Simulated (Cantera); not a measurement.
Mixture: CH4 : H2 : O2 : N2 : CO2 = 1 : 0.088 : 1.14 : 3.41 : 0.5 (molar parts), at 10.0 bar, adiabatic and at constant pressure. Ignition delay is the time to a rise of 400 K.

Detailed kinetics in Cantera: GRI-Mech 3.0 (53 species, 325 reactions).

### Question
Predict: delay at 1075 K; delay at 1225 K; delay at 1375 K; delay at 1525 K; delay at 1675 K; apparent activation energy between 1600 and 1750 K.

### Answer
```
Quantity                                                Result
--------------------------------------------------  ----------
delay at 1075 K                                        5.96 ms
delay at 1225 K                                        1.60 ms
delay at 1375 K                                       0.453 ms
delay at 1525 K                                       0.126 ms
delay at 1675 K                                        37.2 µs
apparent activation energy between 1600 and 1750 K  180 kJ/mol
```
